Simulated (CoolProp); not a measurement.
A single-stage vapour-compression cycle with vinyl chloride: evaporating at 289.15 K (dew point), condensing at 347.15 K (bubble point), superheat 0 K, subcooling 0 K, compressor efficiency 0.6, no pressure losses. Each further row changes one setting.

The numbers come from the reference Helmholtz-energy equation of state, Thol 2022 in CoolProp.

```csv
case,cooling COP,pressure ratio,discharge temperature (K),refrigerating effect (kJ/kg),volumetric capacity (kJ/m³)
as stated,2.38,4.57,404.9,238,1970
evaporating temperature 294.15 K,2.70,3.91,398.5,241,2320
condensing temperature 342.15 K,2.67,4.10,396.3,246,2040
subcooling 5 K,2.47,4.57,404.9,246,2040
superheat 10 K,2.37,4.57,416.4,247,1970
compressor efficiency 0.5,1.98,4.57,422.1,238,1970
```
